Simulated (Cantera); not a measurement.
What does this Cantera script print?

```python
import numpy as np
import cantera as ct

gas_names = """
    C CN C2 CCN CNC C2N2 C3 C4 C4N2 C5 N N2 Si SiC SiC2 SiN Si2 Si2C Si2N Si3
""".split()
cond_names = """
    C(gr) Si(cr) Si(L) SiC(b) Si3N4(a)
""".split()


# ... load() reads the species with a 1 bar reference pressure and builds the phases ...
atoms = {
    'SiC': {'Si': 1, 'C': 1},
    'N2': {'N': 2},
}
top_T = {'C(gr)': 4500, 'SiC(b)': 3050, 'Si3N4(a)': 2400}  # K; cautious upper limits of use, not melting points


# ... equilibrate(T, P, feed) seeds the gas with the atoms and calls Mixture.equilibrate('TP', solver="vcs", rtol=1e-11, max_steps=5000) ...
results = []
feed = {'SiC': 1, 'N2': 0.72}  # mol
P = 1000  # Pa
for T in [1925, 2025, 2125, 2225, 2325, 2425, 2525]:
    mix = equilibrate(T, P, feed)
    results.append((T, P, feed, dict(zip(mix.species_names, mix.species_moles))))

top = {s: max(r[3][s] / sum(r[3][g] for g in gas_names) for r in results) for s in gas_names}
cols = sorted((s for s in top if top[s] > 0.001), key=lambda s: -top[s])[:9]
seen = [c for c in cond_names if any(r[3].get(c, 0) > 1e-12 for r in results)]
print("log10 of partial pressures in bar; condensed amounts in mol")
print(f"{'T/K':>10s}" + "".join(f"{s[:9]:>10s}" for s in cols + seen))
for T, P, feed, n in results:
    ng = sum(n[g] for g in gas_names)
    print(f"{T:10.4g}" + "".join(f"{np.log10(max(n[s] / ng * P / 1e5, 1e-99)):10.3f}" for s in cols)
          + "".join(f"{n.get(c, 0):10.4g}" for c in seen))
```

Output:

```
log10 of partial pressures in bar; condensed amounts in mol
       T/K        N2        Si      SiC2      Si2C       SiN        CN       Si2     C(gr)    SiC(b)
      1925    -2.000    -6.146    -7.687    -7.851    -7.649    -7.690    -9.598 5.014e-05    0.9999
      2025    -2.000    -5.456    -6.789    -6.973    -7.066    -7.108    -8.636 0.0002464    0.9997
      2125    -2.001    -4.833    -5.978    -6.180    -6.539    -6.582    -7.767  0.001033    0.9987
      2225    -2.003    -4.266    -5.242    -5.461    -6.061    -6.105    -6.977  0.003784    0.9951
      2325    -2.010    -3.748    -4.571    -4.805    -5.627    -5.671    -6.257   0.01243    0.9823
      2425    -2.032    -3.274    -3.957    -4.206    -5.237    -5.282    -5.597   0.03801    0.9395
      2525    -2.103    -2.838    -3.394    -3.655    -4.903    -4.949    -4.991    0.1178    0.7869
```

Cantera equilibrium calculation (NASA polynomials, part measured and part estimated; ideal gas, pure solids and liquids). The tables' values for SiN are old estimates; treat these amounts as uncertain.
